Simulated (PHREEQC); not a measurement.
Consider water at 25 °C with 1.4 mol/kgw NaOH, 0.021 mol/kgw Na2SO4 and 0.0016 mol/kgw H4SiO4. Closed to the air; pH follows from the charge balance.

Computed with PHREEQC (Pitzer model, pitzer.dat).

The ionic strength comes out as 1.47 mol/kgw. What activity coefficients do Na+, H2SiO4-2, H3SiO4-, OH-, SO4-2 get?

Na+ 0.65, H2SiO4-2 0.028, H3SiO4- 0.45, OH- 0.69, SO4-2 0.055. Single-ion values are on the MacInnes scale.

No solid was allowed to form. Complexes and solids missing from the database can't appear. In brines, pH and single-ion activities rest on the MacInnes convention.
